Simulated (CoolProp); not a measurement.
Isobutane at 443.78 K and 7.4 MPa is compressed adiabatically to 14.4 MPa with isentropic efficiency 0.6. Each further row changes one setting.

Computed with CoolProp (reference Helmholtz-energy equation of state, Bücker 2006).

```csv
case,work (kJ/kg),final temperature (K),final density (kg/m³)
as stated,33.7,464.2,370
efficiency 1,20.2,460.1,377
efficiency 0.65,31.1,463.4,372
```
